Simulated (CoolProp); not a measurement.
The numbers come from the reference Helmholtz-energy equation of state, Rui 2013 in CoolProp.

Q: Give the vapour pressure (MPa), enthalpy of vaporisation (kJ/kg), vapour Z, surface tension (mN/m) of saturated R236EA at 308.5 K.

A: 
| T (K) | p (MPa) | enthalpy of vaporisation (kJ/kg) | vapour Z | surface tension (mN/m) |
|---|---|---|---|---|
| 308.5 | 0.291 | 150 | 0.908 | 10.6 |

Surface tension comes from a separate correlation (Mulero 2012).
